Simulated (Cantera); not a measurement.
## SiO₂ + H₂ + H₂O (hydrogen reduction and annealing atmospheres)

Charge: 1 mol SiO₂, 110 mol H₂, 5.3 mol H₂O, at 100000 Pa.

Method: chemical equilibrium by Gibbs-energy minimisation in Cantera with the NASA 1993 tables (ideal gas, pure condensed phases). Candidate condensed phases: H₂O, Si, SiO₂; 18 gas species. The tables hold silica as quartz up to 1696 K and as liquid above; real silica turns to tridymite and cristobalite and melts near 1996 K. Gases not in the tables: Si(OH)₄. Rates play no part.

| T (°C) | log p H₂ | log p H₂O | log p H | log p SiO | log p OH | n SiO₂(β-quartz) | n SiO₂(condensed) |
|---|---|---|---|---|---|---|---|
| 1302 | -0.02 | -1.34 | -4.39 | -6.55 | -7.15 | 1.000 | 0 |
| 1327 | -0.02 | -1.34 | -4.27 | -6.27 | -7.00 | 1.000 | 0 |
| 1352 | -0.02 | -1.34 | -4.16 | -6.00 | -6.85 | 1.000 | 0 |
| 1377 | -0.02 | -1.34 | -4.05 | -5.74 | -6.71 | 1.000 | 0 |
| 1402 | -0.02 | -1.34 | -3.95 | -5.49 | -6.58 | 1.000 | 0 |
| 1427 | -0.02 | -1.34 | -3.84 | -5.24 | -6.45 | 0 | 0.999 |
| 1452 | -0.02 | -1.34 | -3.74 | -5.01 | -6.32 | 0 | 0.999 |
| 1477 | -0.02 | -1.34 | -3.64 | -4.78 | -6.19 | 0 | 0.998 |
| 1502 | -0.02 | -1.34 | -3.55 | -4.56 | -6.07 | 0 | 0.997 |
| 1527 | -0.02 | -1.34 | -3.46 | -4.34 | -5.95 | 0 | 0.995 |
| 1552 | -0.02 | -1.34 | -3.37 | -4.13 | -5.84 | 0 | 0.992 |
| 1577 | -0.02 | -1.34 | -3.28 | -3.93 | -5.73 | 0 | 0.986 |
log p: log10 of the partial pressure in bar; n: condensed amount in mol.

From 1302 °C to 1402 °C the condensed part is SiO₂(β-quartz). From 1427 °C to 1577 °C the condensed part is SiO₂(condensed).
